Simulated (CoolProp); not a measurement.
Nitrogen along the isotherm -196.95 °C: density (kg/m³) from the reference equation and from simpler models built on Tc = -147.0 °C, pc = 3.396 MPa, ω = 0.037; each cubic takes its own stable root.

Values from CoolProp's reference Helmholtz-energy equation of state, Span 2000.

```tsv
p (MPa)	phase	reference
2.26	liquid	816.6
4.53	liquid	821.8
6.79	liquid	826.8
9.06	liquid	831.5
11.3	liquid	836.0
13.6	liquid	840.4
15.8	liquid	844.4
18.1	liquid	848.5
20.4	liquid	852.4
22.6	liquid	856.0
24.9	liquid	859.7
27.2	liquid	863.3
29.4	liquid	866.6
31.7	liquid	870.0
34	liquid	873.2
```

**Question.** How far does each simpler model (Redlich-Kwong, Peng-Robinson) lie from the reference over these 15 states: mean and median of the absolute difference, and the worst?

**Answer.** 
- Redlich-Kwong: mean 1.5 %, median 1.6 %, worst +1.6 % at -196.95 °C and 18.1 MPa
- Peng-Robinson: mean 13.3 %, median 13.4 %, worst +13.4 % at -196.95 °C and 11.3 MPa
